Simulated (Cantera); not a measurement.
Cantera run, input and output.

```python
import numpy as np
import cantera as ct

surf = ct.Interface("diamond.yaml", "diamond_100")
gas, bulk = surf.adjacent["gas"], surf.adjacent["diamond"]
k = surf.kinetics_species_index(bulk.species_names[0])
cover = ["c6HH", "c6H*", "c6*H", "c6**", "c6HM", "c6B"]

rows, drift = [], 0.0
print(f"{'P':>10s}{'um/h':>11s}" + "".join(f"{s:>11s}" for s in cover))
for v in [410, 770, 1500, 2700, 5100, 9600, 18000, 34000]:
    T, P, xH, xCH3 = 1050, v, 0.00047, 1.8e-05
    gas.TPX = T, P, {"H": xH, "CH3": xCH3, "CH4": 0.021, "H2": 1 - xH - xCH3 - 0.021}
    surf.TP = bulk.TP = T, P
    surf.coverages = "c6H*:0.1, c6HH:0.9"
    surf.advance_coverages(100.0)
    before = surf.coverages
    surf.advance_coverages(100.0)
    drift = max(drift, np.max(np.abs(surf.coverages - before) / (surf.coverages + 1e-9)))
    rate = surf.net_production_rates[k] * bulk.mean_molecular_weight / bulk.density * 3.6e9
    rows.append([rate, *surf[cover].coverages])
    print(f"{v:10.4g}{rate:11.4e}" + "".join(f"{x:11.3e}" for x in rows[-1][1:]))
```

Result:

```
         P       um/h       c6HH       c6H*       c6*H       c6**       c6HM        c6B
       410 3.6714e-03  5.659e-01  2.232e-02  3.997e-01  1.069e-02  9.041e-04  9.963e-12
       770 1.0558e-02  5.653e-01  2.230e-02  3.992e-01  1.067e-02  1.614e-03  2.865e-11
      1500 3.3055e-02  5.643e-01  2.226e-02  3.985e-01  1.066e-02  2.857e-03  8.970e-11
      2700 8.8665e-02  5.630e-01  2.221e-02  3.975e-01  1.063e-02  4.469e-03  2.406e-10
      5100 2.4337e-01  5.613e-01  2.213e-02  3.962e-01  1.060e-02  6.691e-03  6.604e-10
      9600 6.1097e-01  5.594e-01  2.206e-02  3.948e-01  1.056e-02  9.069e-03  1.658e-09
   1.8e+04 1.3986e+00  5.577e-01  2.200e-02  3.936e-01  1.053e-02  1.117e-02  3.795e-09
   3.4e+04 3.0034e+00  5.565e-01  2.196e-02  3.926e-01  1.050e-02  1.276e-02  8.150e-09
```

Detailed kinetics in Cantera: the Harris–Goodwin 1993 mechanism for the reconstructed diamond (100) surface.
